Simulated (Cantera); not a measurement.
**Si(CH₃)₄ + HCl + H₂ (silicon carbide growth)**

Input: 1 mol Si(CH₃)₄, 4.4 mol HCl, a varied amount of H₂, equilibrated at 1175 K and 2300 Pa.

Method: chemical equilibrium by Gibbs-energy minimisation in Cantera with the NASA 1993 tables (ideal gas, pure condensed phases). Candidate condensed phases: C, C₆H₆, C₇H₈, C₈H₁₈, Si, SiC; 109 gas species. The tables' values for SiCl₃ are old estimates; treat these amounts as uncertain. Equilibrium is a limit: real reactors are often held back by kinetics, nucleation or transport.

From 7.4 mol H₂ to 250 mol H₂ the condensed part is C(graphite) + SiC(s). The main Si-bearing gas is SiCl₄ at 7.4 mol H₂ and SiCl₂ at 250 mol H₂. The share of Si in condensed phases is highest at 250 mol H₂ (100.0 %) and lowest at 7.4 mol H₂ (90.2 %).

```tsv
n(H₂) (mol)	x H₂	x HCl	x SiCl₄	x CH₄	x SiHCl₃	x SiCl₃	x SiCl₂	x SiH₂Cl₂	n C(graphite)	n SiC(s)
7.4	0.767	0.228	0.00461	0.000259	0.000366	0.000324	0.000222	3.73e-6	3.09	0.902
11	0.801	0.195	0.00230	0.000283	0.000222	0.000192	0.000157	2.75e-6	3.06	0.939
15	0.830	0.168	0.00116	0.000304	0.000136	0.000115	0.000112	2.03e-6	3.03	0.961
21	0.861	0.138	0.000490	0.000327	7.23e-5	6.03e-5	7.25e-5	1.37e-6	3.01	0.978
30	0.891	0.108	0.000173	0.000350	3.37e-5	2.76e-5	4.31e-5	8.40e-7	3.00	0.989
43	0.917	0.0821	5.45e-5	0.000371	1.44e-5	1.16e-5	2.42e-5	4.85e-7	2.99	0.994
61	0.938	0.0615	1.64e-5	0.000388	5.91e-6	4.73e-6	1.33e-5	2.73e-7	2.98	0.997
86	0.954	0.0456	4.80e-6	0.000401	2.37e-6	1.88e-6	7.18e-6	1.50e-7	2.96	0.998
120	0.966	0.0337	1.40e-6	0.000411	9.47e-7	7.46e-7	3.88e-6	8.19e-8	2.95	0.999
170	0.975	0.0244	3.76e-7	0.000419	3.54e-7	2.78e-7	2.01e-6	4.28e-8	2.92	0.999
250	0.983	0.0169	8.53e-8	0.000425	1.17e-7	9.14e-8	9.56e-7	2.06e-8	2.89	1.000
```
x: gas mole fraction; n: condensed amount in mol.
